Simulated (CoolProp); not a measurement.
Vapour-liquid equilibrium of R143a (1) + dimethyl ether (2) at -34.05 °C; x and y are mole fractions of (1).

Values from CoolProp's multi-fluid Helmholtz-energy mixture model, Lemmon and Jacobsen 2000 and Wu 2011; pair parameters Bell 2016.

```csv
x,"bubble pressure, mixture model (kPa)","bubble pressure, Raoult's law (kPa)","y, mixture model","y, Raoult's law"
0.05,73.86,72.25,0.142,0.126
0.125,84.37,80.93,0.303,0.281
0.2,94.27,89.60,0.424,0.406
0.275,…,98.27,…,0.510
0.35,112.6,106.9,0.598,0.596
0.425,…,115.6,0.664,0.669
0.5,129.6,124.3,0.722,0.733
0.575,137.7,133.0,…,0.788
0.65,…,141.6,0.820,0.836
0.725,…,150.3,0.862,0.878
0.8,161.3,159.0,0.902,0.916
0.875,…,167.6,0.940,0.950
0.95,176.9,176.3,0.976,0.981
```

Q: Some entries are withheld; supply them.

A: 
- 0.275, bubble pressure, mixture model (kPa): 103.7
- 0.275, y, mixture model: 0.520
- 0.425, bubble pressure, mixture model (kPa): 121.3
- 0.575, y, mixture model: 0.773
- 0.65, bubble pressure, mixture model (kPa): 145.7
- 0.725, bubble pressure, mixture model (kPa): 153.5
- 0.875, bubble pressure, mixture model (kPa): 169.1

The largest gap from Raoult's law is +5.5 % in bubble pressure, at x = 0.275. No azeotrope shows between x = 0.05 and 0.95.

Pair parameters are fitted to limited data, so mixtures are less certain than the pure fluids.
